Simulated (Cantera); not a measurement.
Charge: 1 mol C2H5OH, 1.2 mol NH3, a varied amount of N2, equilibrated at 3980 Torr.

These are equilibrium values from Cantera (NASA tables, ideal gas, pure condensed phases), not measurements of a reactor. Candidate condensed phases: C, C6H6, C7H8, C8H18, H2O; 136 gas species. Kinetics and transport are ignored.

Question: What condenses at these points (T in K, n(N2) in mol): (2673, 1.3); (2873, 1.9); (2748, 12); (2723, 1.3); (2648, 18)?

Answer: 
| T (K) | n(N2) in mol | condensed phases | C condensed (%) |
|---|---|---|---|
| 2673 | 1.3 | C | 23.2 |
| 2873 | 1.9 | C | 2.6 |
| 2748 | 12 | gas only | 0.0 |
| 2723 | 1.3 | C | 19.5 |
| 2648 | 18 | gas only | 0.0 |
